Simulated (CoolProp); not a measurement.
Saturation properties of R1224YDZ.

Computed with CoolProp (reference Helmholtz-energy equation of state, Akasaka 2023).

```tsv
T (°C)	p (bar)	liquid density (kg/m³)	liquid cp (kJ/(kg K))
-76.65	0.003550	1614	1.014
-65.35	0.009976	1587	1.021
-54.15	0.02447	1560	1.031
-42.85	0.05440	(withheld)	1.042
-31.55	0.1104	(withheld)	1.055
-20.35	0.2066	1478	1.070
-9.05	0.3641	(withheld)	1.087
2.25	(withheld)	1421	1.106
13.55	(withheld)	1391	1.127
24.75	1.462	1361	1.149
```

**Question.** What belongs in the gaps?

**Answer.** 
- -42.85, liquid density (kg/m³): 1533
- -31.55, liquid density (kg/m³): 1505
- -9.05, liquid density (kg/m³): 1449
- 2.25, p (bar): 0.6067
- 13.55, p (bar): 0.9633

It boils at 14.9 °C under 1 atm.
